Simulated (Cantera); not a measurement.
What does this Cantera script print?

```python
import numpy as np
import cantera as ct

gas_names = """
    B BH BH2 BH3 BN B2 H H2 N NH NH2 NH3 N2 N2H2 N2H4
""".split()
cond_names = """
    B(b) B(L) BN(s)
""".split()


# ... load() reads the species with a 1 bar reference pressure and builds the phases ...
atoms = {
    'B2H6': {'B': 2, 'H': 6},
    'NH3': {'N': 1, 'H': 3},
    'N2': {'N': 2},
}
top_T = {'BN(s)': 3200}  # K; cautious upper limits of use, not melting points


# ... equilibrate(T, P, feed) seeds the gas with the atoms and calls Mixture.equilibrate('TP', solver="vcs", rtol=1e-11, max_steps=5000) ...
results = []
feed = {'B2H6': 1, 'NH3': 0.17, 'N2': 0.62}  # mol
T = 1423.15  # K
P = 13332.2  # Pa
mix = equilibrate(T, P, feed)
results.append((T, P, feed, dict(zip(mix.species_names, mix.species_moles))))
x = sorted(zip(gas.X, gas.species_names), reverse=True)
print(f"T = {T:g} K  P = {P:g} Pa  gas = {mix.phase_moles(0):.4g} mol")
print("   x: " + "  ".join(f"{s} {v:.3e}" for v, s in x if v > 0.001))
print("   condensed (mol): " + ("  ".join(f"{mix.phase(i).name} {mix.phase_moles(i):.4g}"
      for i in range(1, mix.n_phases) if mix.phase_moles(i) > 1e-12) or "none"))
```

Result:

```
T = 1423.15 K  P = 13332.2 Pa  gas = 3.255 mol
   x: H2 1.000e+00
   condensed (mol): B(b) 0.59  BN(s) 1.41
```

Method: chemical equilibrium by Gibbs-energy minimisation in Cantera with the NASA 1993 tables (ideal gas, pure condensed phases). The feed counts by its element totals alone. Mutual solubility and eutectic melting of coexisting phases are not modelled.
